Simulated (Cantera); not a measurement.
Feed: 1 mol SiH2Cl2, 3 mol O2, equilibrated at 100000 Pa.

These are equilibrium values from Cantera (NASA tables, ideal gas, pure condensed phases), not measurements of a reactor. Candidate condensed phases: H2O, Si, SiO2; 30 gas species. The tables hold silica as quartz up to 1696 K and as liquid above; real silica turns to tridymite and cristobalite and melts near 1996 K. Kinetics and transport are ignored. All values below are at 1200 K.

Base state: O2 0.477, HCl 0.340, H2O 0.0911, Cl2 0.0904, Cl 0.00142, HOCl 5.36e-5, ClO 3.86e-5 (mole fractions); condensed: SiO2(β-quartz).

Q: What changes in the equilibrium state with this change: pressure from 100000 Pa to 133 Pa?

A: 
```csv
species,before,after
O2,0.477,0.489
HCl,0.340,0.447
H2O,0.0911,0.0278
Cl2,0.0904,0.0189
Cl,0.00142,0.0178
HOCl,5.36e-5,2.60e-6
OH,3.51e-6,1.02e-5
ClO,3.86e-5,1.79e-5
"SiO2(β-quartz), mol",1.00,1.00
```

Q: What changes in the equilibrium state with this change: SiH2Cl2 replaced by Si2H6?

A: 
```json
[
 {"species": "H2O", "before": "0.0911", "after": "0.667"},
 {"species": "H2", "before": "1.68e-9", "after": "0.333"},
 {"species": "O2", "before": "0.477", "after": "<1e-9"},
 {"species": "HCl", "before": "0.340", "after": "0"},
 {"species": "Cl2", "before": "0.0904", "after": "0"},
 {"species": "Cl", "before": "0.00142", "after": "0"},
 {"species": "HOCl", "before": "5.36e-5", "after": "0"},
 {"species": "ClO", "before": "3.86e-5", "after": "0"},
 {"species": "SiO2(β-quartz), mol", "before": "1.00", "after": "2.00"}
]
```
The feed counts by its element totals alone.
